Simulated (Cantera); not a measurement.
Feed: 1 mol Al2O3, 1 mol H2, 0.33 mol H2O, at 133 Pa.

Equilibrium computed with Cantera from the NASA thermochemical tables; the gas is ideal and each condensed phase is pure. Candidate condensed phases: Al, Al2O3, H2O; 19 gas species. Equilibrium is a limit: real reactors are often held back by kinetics, nucleation or transport.

x: gas mole fraction; n: condensed amount in mol.

| T (K) | x H2 | x H2O | x H | x OH | x O | x O2 | n Al2O3(s) |
|---|---|---|---|---|---|---|---|
| 1600 | 0.751 | 0.248 | 0.00129 | 1.67e-5 | ___ | 3.60e-9 | 1.00 |
| 1650 | 0.750 | 0.248 | 0.00215 | 3.22e-5 | ___ | 1.13e-8 | 1.00 |
| 1700 | 0.749 | 0.248 | 0.00349 | 5.97e-5 | ___ | 3.31e-8 | 1.00 |
| 1750 | 0.747 | 0.247 | 0.00551 | 0.000107 | ___ | 9.15e-8 | 1.00 |
| 1800 | 0.744 | 0.247 | 0.00846 | 0.000185 | ___ | 2.39e-7 | 1.00 |
| 1850 | 0.741 | 0.246 | 0.0127 | 0.000312 | ___ | 5.95e-7 | 1.00 |
| 1900 | 0.736 | 0.245 | 0.0186 | 0.000510 | ___ | 1.41e-6 | 1.000 |
| 1950 | 0.729 | 0.244 | 0.0268 | 0.000815 | ___ | 3.22e-6 | 1.000 |
| 2000 | 0.719 | 0.242 | 0.0378 | 0.00127 | ___ | 7.07e-6 | 1.000 |
| 2050 | 0.706 | 0.239 | 0.0522 | 0.00193 | ___ | 1.50e-5 | 1.000 |
| 2100 | 0.690 | 0.236 | 0.0709 | 0.00288 | ___ | 3.07e-5 | 1.000 |

Task: What belongs in the gaps?

Result: 
- 1600, x O: 2.38e-8
- 1650, x O: 7.53e-8
- 1700, x O: 2.23e-7
- 1750, x O: 6.20e-7
- 1800, x O: 1.63e-6
- 1850, x O: 4.07e-6
- 1900, x O: 9.72e-6
- 1950, x O: 2.22e-5
- 2000, x O: 4.87e-5
- 2050, x O: 0.000103
- 2100, x O: 0.000211
